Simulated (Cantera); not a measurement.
Input: 1 mol TiO2, 1 mol CH4, 0.55 mol CO, equilibrated at 240 Torr.

Cantera equilibrium calculation (NASA polynomials, part measured and part estimated; ideal gas, pure solids and liquids). Candidate condensed phases: C, C6H6, C7H8, C8H18, H2O, Ti, TiC, TiO, TiO2, Ti2O3, Ti3O5, Ti4O7; 113 gas species. Mutual solubility and eutectic melting of coexisting phases are not modelled. TiC: taken at fixed stoichiometry. Equilibrium is a limit: real reactors are often held back by kinetics, nucleation or transport.

Question: Which condensed phases are stable at each of these points (T (K)): 1348, 1448, 1548, 1648, 1748, 1848, 1948, 2048?

Answer: 
```csv
T (K),condensed phases,Ti condensed (%)
1348,C(graphite) + Ti3O5(s),100.0
1448,C(graphite) + TiC(s) + Ti3O5(s),100.0
1548,TiC(s) + Ti2O3(s),100.0
1648,TiC(s) + Ti2O3(s),100.0
1748,TiC(s) + Ti2O3(s),100.0
1848,TiC(s) + Ti2O3(s),100.0
1948,TiC(s) + Ti2O3(s),100.0
2048,TiC(s) + Ti2O3(s),100.0
```

At 1348 K the condensed part is C(graphite) + Ti3O5(s). At 1448 K the condensed part is C(graphite) + TiC(s) + Ti3O5(s). From 1548 K to 2048 K the condensed part is TiC(s) + Ti2O3(s).
